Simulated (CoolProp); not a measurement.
Vapour-liquid equilibrium of hydrogen sulfide (1) + propane (2) at 0.0317 MPa; x and y are mole fractions of (1).

The numbers come from the multi-fluid Helmholtz-energy mixture model, Lemmon 2006 and Lemmon 2009; pair parameters Kunz 2012 in CoolProp.

Task: Give the bubble temperature and the first vapour's composition at x = 0.275, 0.8, 0.875. Is there an azeotrope?

Result: x = 0.275: 190.9 K, y = 0.706; x = 0.8: 190.0 K, y = 0.756; x = 0.875: 190.2 K, y = 0.790. y crosses x between x = 0.725 and 0.8: the model has an azeotrope there.

Pair parameters are fitted to limited data, so mixtures are less certain than the pure fluids. With so large a gap from Raoult's law the liquid may split in two, which this calculation doesn't test in full.
